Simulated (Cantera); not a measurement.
# FeS₂ + H₂S + O₂ (roasting and sulfation)

Charge: 1 mol FeS₂, 3.9 mol H₂S, a varied amount of O₂, held at 1350 K and 750 Torr.

These are equilibrium values from Cantera (NASA tables, ideal gas, pure condensed phases), not measurements of a reactor. Candidate condensed phases: Fe, FeO, Fe(OH)₂, Fe(OH)₃, FeS, FeSO₄, FeS₂, Fe₂O₃, Fe₂(SO₄)₃, Fe₃O₄, H₂O, H₂SO₄, S; 22 gas species. FeS: taken at fixed stoichiometry. Rates play no part.

```
n(O₂) (mol)  x H₂S   x S₂   x H₂O    x H₂     x SO₂  n FeS(s)
-----------  -----  -----  ------  ------  --------  --------
0.044        0.614  0.197  0.0181   0.170   3.13e-6      1.00
0.056        0.609  0.198  0.0230   0.168   5.17e-6      1.00
0.071        0.604  0.200  0.0290   0.166   8.53e-6      1.00
0.09         0.597  0.202  0.0367   0.163   1.42e-5      1.00
0.11         0.589  0.204  0.0447   0.160   2.19e-5      1.00
0.15         0.575  0.208  0.0606   0.155   4.38e-5      1.00
0.18         0.564  0.212  0.0724   0.150   6.65e-5      1.00
0.23         0.545  0.217  0.0918   0.144  0.000119      1.00
0.3          0.520  0.225   0.118   0.135  0.000228      1.00
0.38         0.492  0.233   0.148   0.125  0.000422      1.00
0.48         0.456  0.244   0.183   0.113  0.000805      1.00
0.61         0.412  0.257   0.227  0.0999   0.00164      1.00
```
x: gas mole fraction; n: condensed amount in mol.

From 0.044 mol O₂ to 0.61 mol O₂ the condensed part is FeS(s).
